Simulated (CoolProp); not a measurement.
Properties of R141b along the isotherm 500 K (Tc = 477.5 K, pc = 4.212 MPa, ω = 0.220).

Computed with CoolProp (reference Helmholtz-energy equation of state, Lemmon 2006). It is a short technical equation, of lower accuracy than the large ones.

```tsv
p (MPa)	phase	cv (kJ/(kg K))	speed of sound (m/s)	Joule-Thomson coefficient (K/MPa)	isothermal compressibility (1/MPa)	conductivity (mW/(m K))	fugacity coefficient
0.02	gas	0.9255	195.4	7.946	50.07	29.4	0.9987
0.0455	gas	0.9257	195.2	7.965	22.04	29.4	0.9970
0.103	gas	0.9264	194.5	8.007	9.776	29.4	0.9932
0.235	gas	0.9278	193.1	8.105	4.324	29.5	0.9845
0.536	gas	0.9313	189.6	8.341	1.939	29.6	0.9647
1.22	gas	0.9402	181.2	8.945	0.9033	29.9	0.9199
2.78	gas	0.9675	158.2	10.84	0.4861	32.0	0.8184
6.32	supercritical	1.033	144.4	5.905	0.2172	54.8	0.5778
```

Thermal conductivity comes from a separate model (Huber 2003), an estimate that may be off by 10 % or more.
